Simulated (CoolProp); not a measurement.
A simple Rankine cycle with R365MFC: condensing at 330.15 K, boiler at 1.33 MPa, turbine inlet 425.8 K, turbine efficiency 0.85, pump efficiency 0.6, no recuperator. Each further row changes one setting.

The numbers come from the reference Helmholtz-energy equation of state, Lemmon 2016 in CoolProp.

```tsv
case	thermal efficiency (%)	net work (kJ/kg)	heat in (kJ/kg)	turbine exit temperature (K)	volume ratio over the turbine
as stated	12.0	32.5	271	382.6	8.34
turbine inlet 445.8 K	11.7	35.1	299	404.2	8.02
condensing temperature 322.15 K	13.1	37.0	283	378.1	10.8
boiler pressure 0.931 MPa	10.2	28.4	279	392.8	5.45
turbine efficiency 0.75	10.5	28.5	271	386.0	8.42
```
